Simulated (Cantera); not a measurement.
Input: 1 mol Si3N4, 0.25 mol CO2, 4 mol H2, held at 7.50 Torr.

Equilibrium computed with Cantera from the NASA thermochemical tables; the gas is ideal and each condensed phase is pure. Candidate condensed phases: C, C6H6, C7H8, C8H18, H2O, Si, SiC, SiO2, Si2N2O, Si3N4; 151 gas species. Mutual solubility and eutectic melting of coexisting phases are not modelled. Kinetics and transport are ignored.

Over these rows the condensed part is C(graphite) + Si2N2O(s) + Si3N4(s). Partial pressures as log10 of bar:

| T (K) | 1000/T (1/K) | log p HCN | log p H2 | log p N2 |
|---|---|---|---|---|
| 948 | 1.0549 | -8.37 | -2.02 | -3.40 |
| 998 | 1.0020 | -8.01 | -2.02 | -3.40 |
| 1048 | 0.9542 | -7.67 | -2.02 | -3.40 |
| 1098 | 0.9107 | -7.37 | -2.02 | -3.40 |
| 1148 | 0.8711 | ? | -2.02 | -3.40 |
| 1198 | 0.8347 | -6.85 | -2.02 | -3.40 |

### Question
Fit log p(HCN) = a + b·(1000/T) to the five rows, give the apparent enthalpy, and predict the row at 1148 K.

### Answer
Means: 1000/T = 0.9513, log p = -7.654. Sxy = -0.197550, Sxx = 0.0285558, so b = -6.92 and a = -7.654 − (-6.92)×0.9513 = -1.07.
Apparent enthalpy: −19.145 × (-6.92) = 132 kJ/mol. With the condensed phases at unit activity, C(graphite) + 1/2 H2(g) + 1/2 N2(g) = HCN(g) links this pressure to the main gases: over the six rows their terms move log p by +0.00 in all, so the slope is close to that reaction's ΔH°. The five rows lie within 0.01 of the line.
Prediction at 1148 K: -1.07 + (-6.92)×0.8711 = -7.10. The computed value is -7.10, 0.00 from the line.
